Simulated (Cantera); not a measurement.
A freely propagating, adiabatic, planar premixed flame of 37.0 % H2, 13.2 % O2, 49.6 % N2, 0.107 % H2O, equivalence ratio 1.4, unburnt at 348 K and 0.170 bar; mixture-averaged transport, grid criteria slope 0.08 and curve 0.16, no radiation.

Detailed kinetics in Cantera: the H2/O2 subset of GRI-Mech 3.0, which has no nitrogen chemistry. Burning velocities carry a grid error of a few per cent, more on coarse grids.

x: mole fraction of selected species; z is measured from the peak of heat release.

```json
[
 {"z (mm)": "-11.5", "T (K)": "348", "u (m/s)": "3.05", "x H2": "0.370", "x O2": "0.132", "x HO2": "<1e-8", "x O": "<1e-8", "x H": "<1e-8", "x OH": "<1e-8"},
 {"z (mm)": "-7.70", "T (K)": "348", "u (m/s)": "3.05", "x H2": "0.370", "x O2": "0.132", "x HO2": "<1e-8", "x O": "<1e-8", "x H": "<1e-8", "x OH": "<1e-8"},
 {"z (mm)": "-5.77", "T (K)": "348", "u (m/s)": "3.05", "x H2": "0.370", "x O2": "0.132", "x HO2": "<1e-8", "x O": "<1e-8", "x H": "<1e-8", "x OH": "<1e-8"},
 {"z (mm)": "-3.85", "T (K)": "348", "u (m/s)": "3.05", "x H2": "0.370", "x O2": "0.132", "x HO2": "<1e-8", "x O": "<1e-8", "x H": "<1e-8", "x OH": "<1e-8"},
 {"z (mm)": "-1.92", "T (K)": "351", "u (m/s)": "3.07", "x H2": "0.369", "x O2": "0.132", "x HO2": "2.95e-5", "x O": "3.97e-7", "x H": "4.39e-6", "x OH": "3.05e-6"},
 {"z (mm)": "-0.962", "T (K)": "[?]", "u (m/s)": "4.90", "x H2": "0.341", "x O2": "0.128", "x HO2": "7.63e-5", "x O": "0.000112", "x H": "0.00613", "x OH": "0.000761"},
 {"z (mm)": "0", "T (K)": "[?]", "u (m/s)": "8.67", "x H2": "0.215", "x O2": "0.0867", "x HO2": "2.00e-5", "x O": "0.00439", "x H": "0.0594", "x OH": "0.00193"},
 {"z (mm)": "0.962", "T (K)": "1340", "u (m/s)": "11.0", "x H2": "0.104", "x O2": "0.0213", "x HO2": "4.51e-6", "x O": "0.00773", "x H": "0.101", "x OH": "0.00540"},
 {"z (mm)": "1.92", "T (K)": "1456", "u (m/s)": "11.9", "x H2": "0.0908", "x O2": "0.0102", "x HO2": "1.96e-6", "x O": "0.00699", "x H": "0.0987", "x OH": "0.00694"},
 {"z (mm)": "3.85", "T (K)": "[?]", "u (m/s)": "12.8", "x H2": "0.0953", "x O2": "0.00794", "x HO2": "1.33e-6", "x O": "0.00639", "x H": "0.0853", "x OH": "0.00851"},
 {"z (mm)": "7.70", "T (K)": "1718", "u (m/s)": "13.8", "x H2": "0.101", "x O2": "0.00630", "x HO2": "9.28e-7", "x O": "0.00537", "x H": "0.0696", "x OH": "0.00980"},
 {"z (mm)": "15.4", "T (K)": "1859", "u (m/s)": "14.7", "x H2": "0.106", "x O2": "0.00453", "x HO2": "6.15e-7", "x O": "0.00402", "x H": "0.0539", "x OH": "0.0104"},
 {"z (mm)": "30.8", "T (K)": "1995", "u (m/s)": "15.6", "x H2": "0.110", "x O2": "0.00287", "x HO2": "3.86e-7", "x O": "0.00260", "x H": "0.0394", "x OH": "0.00991"}
]
```

Task: Complete the blanks.

Result: 
- -0.962, T (K): 571
- 0, T (K): 1046
- 3.85, T (K): 1580
